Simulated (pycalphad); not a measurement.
Computed with pycalphad from the COST 507 light-alloy database (1999), at 1 atm. These are 1990s assessments: newer ones move some temperatures and phases. Amounts are mole fractions of atoms. Kinetics are ignored, which matters at the lower temperatures.

Task: Give the equilibrium state of Si-19.43Ti (at.%) at 500 K.

Result: 
```
T = 500.00 K, P = 101325 Pa, N = 1 mol of atoms
G = -45393 J/mol, H = -29385 J/mol, S = 32.02 J/(mol K)  (SER reference)
chemical potentials (J/mol): Si -10615, Ti -189607
phase             fraction      x(Si)      x(Ti)
SI2TI               0.5829     0.6667     0.3333
DIAMOND_A4          0.4171     1.0000      1e-14
```

Database names, with the compositions (at.%) that they take in these runs: SI2TI: Si 67 Ti 33. DIAMOND_A4 is diamond (Si).
